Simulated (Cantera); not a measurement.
A freely propagating, adiabatic, planar premixed flame of CH₄ : O₂ : N₂ = 1 : 1.67 : 4.17 (molar parts), equivalence ratio 1.2, unburnt at 650 K and 1.01 bar; mixture-averaged transport, grid criteria slope 0.08 and curve 0.16, no radiation.

Detailed kinetics in Cantera: GRI-Mech 3.0 (53 species, 325 reactions). Burning velocities carry a grid error of a few per cent, more on coarse grids.

Task: How do the results move with these cheaper or finer settings: unity-Lewis-number transport; multicomponent transport; multicomponent+Soret transport; grid criteria slope 0.5, curve 1; grid criteria slope 0.25, curve 0.5; grid criteria slope 0.03, curve 0.06?

Result: 
```tsv
setting	laminar burning velocity	thermal thickness	peak x(H₂O₂)	peak x(H)	grid points
as above	231 cm/s	0.227 mm	1.18e-5	0.0180	151
unity-Lewis-number transport	153 cm/s	0.273 mm	5.30e-6	0.0205	134
multicomponent transport	231 cm/s	0.231 mm	1.16e-5	0.0180	151
multicomponent+Soret transport	229 cm/s	0.229 mm	1.17e-5	0.0181	151
grid criteria slope 0.5, curve 1	250 cm/s	0.254 mm	1.19e-5	0.0188	40
grid criteria slope 0.25, curve 0.5	243 cm/s	0.236 mm	1.19e-5	0.0185	63
grid criteria slope 0.03, curve 0.06	229 cm/s	0.224 mm	1.16e-5	0.0178	399
```
The base run took about 11 core-seconds (a rough figure).
Unity Lewis numbers drop preferential diffusion, which matters most where H2 and H carry the flame; Soret adds thermal diffusion.
